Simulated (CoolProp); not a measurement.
Vapour-liquid equilibrium of p-xylene (1) + n-undecane (2) at 466.1 K; x and y are mole fractions of (1).

Model: multi-fluid Helmholtz-energy mixture model, Zhou 2012 and Aleksandrov 2011; pair parameters Bell 2016, in CoolProp.

```
x     bubble pressure (MPa)  y at the bubble point  dew pressure at overall composition x (MPa)  liquid density (mol/L)
----  ---------------------  ---------------------  -------------------------------------------  ----------------------
0.05                 0.1060                  0.146                                      0.09813                   3.937
0.15                 0.1296                  0.366                                       0.1063                   4.121
0.25                 0.1540                  0.522                                       0.1160                   4.320
0.35                 0.1791                  0.640                                       0.1276                   4.535
0.45                 0.2050                  0.731                                       0.1417                   4.769
0.55                 0.2317                  0.803                                       0.1593                   5.025
0.65                 0.2590                  0.862                                       0.1817                   5.306
0.75                 0.2870                  0.910                                       0.2116                   5.616
0.85                 0.3156                  0.951                                       0.2531                   5.958
0.95                 0.3447                  0.985                                       0.3150                   6.339
```

No azeotrope shows between x = 0.05 and 0.95.

Pair parameters are fitted to limited data, so mixtures are less certain than the pure fluids.
